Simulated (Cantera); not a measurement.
**Silicon carbide growth: CH3SiCl3 + C3H8 + H2 + Cl2**

A closed system holds: 1 mol CH3SiCl3, 0.11 mol C3H8, 14 mol H2, 0.015 mol Cl2, held at 0.290 bar.

Cantera equilibrium calculation (NASA polynomials, part measured and part estimated; ideal gas, pure solids and liquids). Candidate condensed phases: C, C6H6, C7H8, C8H18, Si, SiC; 109 gas species. The feed counts by its element totals alone. The tables' values for SiCl, SiCl3 are old estimates; treat these amounts as uncertain. Gases not in the tables: Si2H6 and higher silanes. The numbers say what is thermodynamically allowed, not how fast it happens.

```tsv
T (K)	x H2	x HCl	x H	x SiCl2	n C(graphite)	n SiC(s)
2150	0.824	0.160	0.00711	0.00579	0.379	0.893
2200	0.822	0.158	0.00948	0.00631	0.373	0.881
2250	0.819	0.156	0.0125	0.00684	0.364	0.867
2300	0.815	0.154	0.0162	0.00736	0.351	0.850
2350	0.810	0.152	0.0208	0.00787	0.336	0.827
2400	0.804	0.149	0.0265	0.00835	0.319	0.796
2450	0.795	0.146	0.0333	0.00880	0.302	0.752
2500	0.785	0.143	0.0414	0.00921	0.287	0.685
```
x: gas mole fraction; n: condensed amount in mol.

From 2150 K to 2500 K the condensed part is C(graphite) + SiC(s). The main Si-bearing gas is SiCl2 throughout. The share of Si in condensed phases is highest at 2150 K (89.3 %) and lowest at 2500 K (68.5 %).
